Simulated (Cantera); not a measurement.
# Thermodynamics of thermal oxidation and active oxidation of silicon, feed Si + H2O + N2

Input: 1 mol Si, 0.15 mol H2O, 45 mol N2, equilibrated at 1375 K and 0.100 bar.

These are equilibrium values from Cantera (NASA tables, ideal gas, pure condensed phases), not measurements of a reactor. Candidate condensed phases: H2O, Si, SiO2, Si2N2O, Si3N4; 35 gas species. N2 is the only nitrogen source here; it is nearly inert below about 1500 K, so the nitride shown seldom forms there in practice. Mutual solubility and eutectic melting of coexisting phases are not modelled. Rates play no part.

```
Item                                 Result
--------------------------------  ---------
x(N2)                                 0.997
x(H2)                               0.00337
n(Si2N2O(s))                      0.150 mol
n(Si3N4(s))                       0.233 mol
gas amount                        44.53 mol
log10 activity of Si(s) (absent)      -2.99
```
